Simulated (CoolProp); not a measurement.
Fluorine along the isotherm 103.4 K: density (kg/m³) from the reference equation and from simpler models built on Tc = 144.4 K, pc = 5240 kPa, ω = 0.045; each cubic takes its own stable root.

Model: reference Helmholtz-energy equation of state, de Reuck 1990, in CoolProp.

```
p (kPa)   phase  reference
-------  ------  ---------
1310     liquid       1366
2620     liquid       1372
3930     liquid       1378
5240     liquid       1383
6550     liquid       1389
7860     liquid       1394
9170     liquid       1399
10500    liquid       1404
11800    liquid       1408
13100    liquid       1413
```

How far does each simpler model (van der Waals, Peng-Robinson) lie from the reference over these 10 states: mean and median of the absolute difference, and the worst?


- van der Waals: mean 29.9 %, median 29.8 %, worst -31.6 % at 103.4 K and 1310 kPa
- Peng-Robinson: mean 12.5 %, median 12.5 %, worst +13.0 % at 103.4 K and 13100 kPa
